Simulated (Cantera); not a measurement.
Feed: 1 mol Zr, 0.78 mol H2O.

Cantera equilibrium calculation (NASA polynomials, part measured and part estimated; ideal gas, pure solids and liquids). Candidate condensed phases: H2O, Zr, ZrO2; 12 gas species. Mutual solubility and eutectic melting of coexisting phases are not modelled. Condensed phases not in the tables: N, O or C dissolved in the metal. Equilibrium is a limit: real reactors are often held back by kinetics, nucleation or transport.

**Question.** What condenses at these points (T in K, P in Pa): (2423, 22); (2623, 22); (1723, 22); (2023, 130); (2323, 0.60); (2523, 0.60)?

**Answer.** 
```
T (K)  P in Pa  condensed phases  Zr condensed (%)
-----  -------  ----------------  ----------------
2423        22         Zr + ZrO2              80.8
2623        22                Zr              11.3
1723        22         Zr + ZrO2             100.0
2023       130         Zr + ZrO2             100.0
2323      0.60                Zr               8.4
2523      0.60          gas only               0.0
```
